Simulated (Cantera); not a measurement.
A closed system holds: 1 mol Al, 13 mol HCl, at 120 Pa.

These are equilibrium values from Cantera (NASA tables, ideal gas, pure condensed phases), not measurements of a reactor. Candidate condensed phases: Al, AlCl3; 12 gas species. The numbers say what is thermodynamically allowed, not how fast it happens.

At 423 K, list the 4 most abundant gas species with their mole fractions, and the condensed phases.

HCl 0.833, H2 0.125, Al2Cl6 0.0412, AlCl3 0.000895. Condensed: gas only.
